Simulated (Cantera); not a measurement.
Mixture: H2 : O2 : N2 = 1 : 0.746 : 2.81 (molar parts), at 1.18 atm, adiabatic and at constant pressure. Ignition delay is the time to a rise of 400 K.

Model: GRI-Mech 3.0 (53 species, 325 reactions), integrated in Cantera. Where the delays flatten at high temperature, the 400 K rule measures the pace of heat release, not the induction time.

```tsv
quantity	before	after
delay at 1075 K	99.5 µs	1.81 ms
delay at 1225 K	35.9 µs	12.5 µs
delay at 1375 K	20.9 µs	3.43 µs
delay at 1525 K	15.9 µs	1.89 µs
```

Task: Which change was made?
A) N2 2.81 to 3.7 parts
B) O2 0.746 to 0.34 parts
C) pressure from 1.18 atm to 7.20 atm
D) constant volume in place of constant pressure

Result: C, pressure from 1.18 atm to 7.20 atm
